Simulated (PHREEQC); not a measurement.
A solution holds 0.097 mmol/kgw Ca(OH)2, at 25 °C. Closed to the air; pH follows from the charge balance.

Computed with PHREEQC (ion-association model, phreeqc.dat).

Each row changes one thing in this solution. This is a speciation only: nothing precipitates in the calculation.

| case | pH | CaOH+ (mol/kgw) |
|---|---|---|
| as made | 10.27 | 2.84e-7 |
| Ca(OH)2 from 9.7e-05 to 0.00097 mol/kgw | 11.25 | 2.36e-5 |
| temperature from 25 to 15 °C | ? | 6.32e-7 |
| Ca(OH)2 replaced by Ca(NO3)2 at the same molality | 7.00 | 1.51e-10 |
| Ca(OH)2 from 9.7e-05 to 0.000485 mol/kgw | ? | 6.39e-6 |
| 3.2e-05 mol/kgw TMAH added | 10.34 | ? |

Q: What belongs in the gaps?

A: 
- temperature from 25 to 15 °C, pH: 10.62
- Ca(OH)2 from 9.7e-05 to 0.000485 mol/kgw, pH: 10.96
- 3.2e-05 mol/kgw TMAH added, CaOH+ (mol/kgw): 3.30e-7

Species that the database lacks are ignored.
